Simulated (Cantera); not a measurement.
Carbon deposition, reforming and gasification: C₃H₈ + H₂

A closed system holds: 1 mol C₃H₈, 47 mol H₂, held at 1.00 bar.

These are equilibrium values from Cantera (NASA tables, ideal gas, pure condensed phases), not measurements of a reactor. Candidate condensed phases: C, C₆H₆, C₇H₈, C₈H₁₈; 76 gas species. Rates play no part.

```
T (°C)  log p H₂  log p H  log p C₂H₂ (acetylene)  log p CH₄  log p C₄H₂  n C(graphite)
------  --------  -------  ----------------------  ---------  ----------  -------------
1402        0.00    -3.94                   -4.24      -2.92       -8.88           2.93
1552        0.00    -3.36                   -3.67      -3.15       -7.74           2.94
1702        0.00    -2.86                   -3.19      -3.35       -6.77           2.91
1852        0.00    -2.44                   -2.78      -3.51       -5.95           2.81
2002       -0.01    -2.07                   -2.42      -3.66       -5.23           2.60
2152       -0.01    -1.75                   -2.12      -3.79       -4.61           2.20
2302       -0.02    -1.47                   -1.85      -3.92       -4.07           1.51
2452       -0.04    -1.22                   -1.63      -4.04       -3.60          0.426
```
log p: log10 of the partial pressure in bar; n: condensed amount in mol.

From 1402 °C to 2452 °C the condensed part is C(graphite). The main C-bearing gas is CH₄ at 1402 °C and C₂H₂ (acetylene) at 2452 °C. The share of C in condensed phases is highest at 1552 °C (98.0 %) and lowest at 2452 °C (14.2 %).
